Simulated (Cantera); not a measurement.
## Adiabatic ignition

An adiabatic, constant-volume homogeneous reactor starts with 4.03 % CH4, 20.2 % O2, 75.8 % N2, equivalence ratio 0.40, at 973 K and 9.20 bar.

Cantera simulation using GRI-Mech 3.0 (53 species, 325 reactions); the numbers are that mechanism's predictions, not measurements. Below about 1000 K GRI-Mech 3.0 lacks low-temperature oxidation paths.

| t (s) | T (K) | P (bar) | x CH4 | x O2 | x CH2 | x C2H6 | x CH2CO | x C2H |
|---|---|---|---|---|---|---|---|---|
| 6.00e-6 | 973 | 9.20 | 0.0403 | 0.202 | <1e-12 | <1e-12 | <1e-12 | <1e-12 |
| 1.63e-5 | 973 | 9.20 | 0.0403 | 0.202 | <1e-12 | <1e-12 | <1e-12 | <1e-12 |
| 4.41e-5 | 973 | 9.20 | 0.0403 | 0.202 | <1e-12 | <1e-12 | <1e-12 | <1e-12 |
| 0.000120 | 973 | 9.20 | 0.0403 | 0.202 | <1e-12 | <1e-12 | <1e-12 | <1e-12 |
| 0.000325 | 973 | 9.20 | 0.0403 | 0.202 | <1e-12 | 4.82e-12 | <1e-12 | <1e-12 |
| 0.000881 | 973 | 9.20 | 0.0403 | 0.202 | <1e-12 | 1.09e-10 | <1e-12 | <1e-12 |
| 0.00239 | 973 | 9.20 | 0.0403 | 0.202 | <1e-12 | 2.93e-9 | <1e-12 | <1e-12 |
| 0.00648 | 973 | 9.20 | 0.0403 | 0.202 | <1e-12 | 7.52e-8 | <1e-12 | <1e-12 |
| 0.0176 | 973 | 9.20 | 0.0403 | 0.202 | <1e-12 | 7.76e-7 | <1e-12 | <1e-12 |
| 0.0477 | 973 | 9.20 | 0.0403 | 0.202 | <1e-12 | 5.79e-6 | 8.43e-12 | <1e-12 |
| 0.129 | 2093 | 19.8 | <1e-12 | 0.120 | <1e-12 | <1e-12 | <1e-12 | <1e-12 |
| 0.351 | 2080 | 19.7 | <1e-12 | 0.118 | <1e-12 | <1e-12 | <1e-12 | <1e-12 |
| 0.951 | 2074 | 19.6 | <1e-12 | 0.117 | <1e-12 | <1e-12 | <1e-12 | <1e-12 |
| 2.58 | 2074 | 19.6 | <1e-12 | 0.117 | <1e-12 | <1e-12 | <1e-12 | <1e-12 |
| 7.00 | 2074 | 19.6 | <1e-12 | 0.117 | <1e-12 | <1e-12 | <1e-12 | <1e-12 |
x: mole fraction; the columns are a selection and need not sum to one.

The time of steepest temperature rise is 0.121 s, the temperature at 7.00 s comes out as 2074 K and the equilibrium temperature is 2074 K. The x(CH4) at 7.00 s is <1e-12 (gas-phase equilibrium <1e-12) and the x(O2) at 7.00 s comes out as 0.117 (gas-phase equilibrium 0.117). The x(CH2) at 7.00 s comes out as <1e-12 (gas-phase equilibrium <1e-12).
